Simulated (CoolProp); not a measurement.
Nitrogen at 298.15 K and 0.92 MPa is compressed adiabatically to 1.75 MPa with isentropic efficiency 0.9. Each further row changes one setting.

The numbers come from the reference Helmholtz-energy equation of state, Span 2000 in CoolProp.

```tsv
case	work (kJ/kg)	final temperature (K)	final density (kg/m³)
as stated	69.5	365.2	16.1
efficiency 1	62.5	358.7	16.4
efficiency 0.65	96.2	390.4	15.0
```
